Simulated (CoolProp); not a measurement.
n-octane along the isobar 3570 kPa: Z from the reference equation and from simpler models built on Tc = 568.7 K, pc = 2484 kPa, ω = 0.398; each cubic takes its own stable root.

The numbers come from the reference Helmholtz-energy equation of state, Beckmüller 2019 in CoolProp.

| T (K) | phase | reference |
|---|---|---|
| 277.5 | liquid | 0.2462 |
| 295.4 | liquid | 0.2359 |
| 313.3 | liquid | 0.2270 |
| 331.3 | liquid | 0.2193 |
| 349.2 | liquid | 0.2126 |
| 367.1 | liquid | 0.2070 |
| 385 | liquid | 0.2022 |
| 402.9 | liquid | 0.1982 |
| 420.9 | liquid | 0.1950 |
| 438.8 | liquid | 0.1927 |
| 456.7 | liquid | 0.1911 |

Q: How far does each simpler model (Redlich-Kwong, Soave-Redlich-Kwong, Peng-Robinson) lie from the reference over these 11 states: mean and median of the absolute difference, and the worst?

A: 
- Redlich-Kwong: mean 21.1 %, median 20.8 %, worst +22.4 % at 456.7 K and 3570 kPa
- Soave-Redlich-Kwong: mean 15.6 %, median 15.4 %, worst +17.3 % at 277.5 K and 3570 kPa
- Peng-Robinson: mean 2.6 %, median 2.3 %, worst +4.5 % at 277.5 K and 3570 kPa
